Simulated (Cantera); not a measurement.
Charge: 1 mol AlCl3, 0.9 mol N2O, 1.5 mol N2, held at 470 Pa.

Method: chemical equilibrium by Gibbs-energy minimisation in Cantera with the NASA 1993 tables (ideal gas, pure condensed phases). Candidate condensed phases: Al, AlCl3, AlN, Al2O3; 24 gas species. Kinetics and transport are ignored.

**Question.** At 1102 °C, list the 4 most abundant gas species with their mole fractions, and the condensed phases.

**Answer.** N2 0.605, Cl2 0.159, Cl 0.136, AlCl3 0.101. Condensed: Al2O3(s).
